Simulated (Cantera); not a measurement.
Mixture: CH3OH : O2 : N2 = 1 : 1.07 : 4.03 (molar parts), at 615 Torr, adiabatic and at constant pressure. Ignition delay is the time to a rise of 400 K.

Computed with Cantera and GRI-Mech 3.0 (53 species, 325 reactions). GRI-Mech 3.0 was tuned for natural gas; its chemistry of methanol as a main component is partial and can be far from experiment.

Question: What does this change do: constant volume in place of constant pressure?

Answer: 
```json
[
 {"quantity": "delay at 1200 K", "before": "10.6 ms", "after": "10.3 ms"},
 {"quantity": "delay at 1400 K", "before": "0.673 ms", "after": "0.630 ms"},
 {"quantity": "delay at 1600 K", "before": "0.102 ms", "after": "88.5 µs"},
 {"quantity": "delay at 1800 K", "before": "26.5 µs", "after": "21.3 µs"},
 {"quantity": "delay at 2000 K", "before": "9.75 µs", "after": "7.29 µs"},
 {"quantity": "apparent activation energy between 1800 and 2000 K", "before": "150 kJ/mol", "after": "160 kJ/mol"}
]
```
